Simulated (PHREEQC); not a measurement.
A solution holds 4.2 mol/kgw KOH, 0.12 mol/kgw KCl and 0.34 mol/kgw NaCl, at 15 °C. Closed to the air; pH follows from the charge balance.

The numbers come from PHREEQC with the Pitzer model, pitzer.dat.

| quantity | before | after |
|---|---|---|
| SI of Sylvite (KCl) | -0.80 | -1.22 |
| SI of Halite (NaCl) | -2.90 | -2.91 |

Problem. Name the change that produced these shifts.
A) temperature from 15 to 65 °C
B) 0.015 mol/kgw CaSO4 added
C) KCl from 0.12 to 0.108 mol/kgw
D) temperature from 15 to 10 °C
E) temperature from 15 to 40 °C

Solution. A, temperature from 15 to 65 °C

Precipitation was switched off in this run. In brines, pH and single-ion activities rest on the MacInnes convention. At this temperature some constants are extrapolated from 25 °C, and those without enthalpy data are left unchanged.
